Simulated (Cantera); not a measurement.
Aluminium nitride and oxide growth: AlCl₃ + N₂ + H₂

Charge: 1 mol AlCl₃, 63 mol N₂, 1.3 mol H₂, equilibrated at 1330 Pa.

Cantera equilibrium calculation (NASA polynomials, part measured and part estimated; ideal gas, pure solids and liquids). Candidate condensed phases: Al, AlCl₃, AlN, NH₄Cl; 20 gas species. The tables' values for AlCl₂ are old estimates; treat these amounts as uncertain. Rates play no part.

```
T (K)  log p N₂  log p HCl  log p AlCl  log p H₂
-----  --------  ---------  ----------  --------
1825      -1.90      -3.52       -3.86     -3.96
1875      -1.90      -3.50       -3.83     -4.00
1925      -1.90      -3.49       -3.80     -4.02
1975      -1.90      -3.49       -3.78     -4.03
2025      -1.90      -3.49       -3.76     -4.04
2075      -1.90      -3.51       -3.75     -4.04
2125      -1.90      -3.52       -3.74     -4.03
2175      -1.90      -3.55       -3.73     -4.02
```
log p: log10 of the partial pressure in bar; nothing condenses.

From 1825 K to 2175 K nothing is condensed. The main Al-bearing gas is AlCl throughout.
